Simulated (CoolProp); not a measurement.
Vapour-liquid equilibrium of propylene (1) + benzene (2) at 296.2 K; x and y are mole fractions of (1).

The numbers come from the multi-fluid Helmholtz-energy mixture model, Lemmon 2013 and Thol 2012; pair parameters Bell 2016 in CoolProp.

Question: Give the bubble pressure and the first vapour's composition at x = 0.45, 0.75, 0.95. Is there an azeotrope?

Answer: x = 0.45: 0.5929 MPa, y = 0.984; x = 0.75: 0.8406 MPa, y = 0.992; x = 0.95: 1.036 MPa, y = 0.998. No azeotrope shows between x = 0.05 and 0.95.

Pair parameters are fitted to limited data, so mixtures are less certain than the pure fluids. The gap from Raoult's law changes sign with composition, which may be real or a fault of the pair parameters; it wasn't checked against measurements. With so large a gap from Raoult's law the liquid may split in two, which this calculation doesn't test in full.
